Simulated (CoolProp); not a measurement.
Fluorine at 293.15 K and 7.61 MPa is throttled through a valve to 3.62 MPa with no heat exchange. Each further row changes one setting.

Model: reference Helmholtz-energy equation of state, de Reuck 1990, in CoolProp.

```tsv
case	temperature change (K)	final density (kg/m³)
as stated	-7.1	58.9
outlet pressure 1.09 MPa	-12.3	17.8
outlet pressure 4.71 MPa	-5.0	76.4
```
